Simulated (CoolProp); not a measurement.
Vapour-liquid equilibrium of hydrogen sulfide (1) + n-butane (2) at 540 kPa; x and y are mole fractions of (1).

The numbers come from the multi-fluid Helmholtz-energy mixture model, Lemmon 2006 and Bücker 2006; pair parameters Kunz 2012 in CoolProp.

```
x     bubble temperature (K)  y at the bubble point  dew temperature at overall composition x (K)  liquid density (mol/L)
----  ----------------------  ---------------------  --------------------------------------------  ----------------------
0.05                   310.9                  0.343                                         324.4                   9.785
0.2                    281.3                  0.764                                         317.8                   11.25
0.35                   268.6                  0.869                                         310.5                   12.79
0.5                    262.6                  0.909                                         302.0                   14.66
0.65                   259.0                  0.933                                         291.6                   17.08
0.8                    256.4                  0.954                                         277.4                   20.22
0.95                   253.8                  0.984                                         256.8                   24.18
```

No azeotrope shows between x = 0.05 and 0.95.

Pair parameters are fitted to limited data, so mixtures are less certain than the pure fluids.
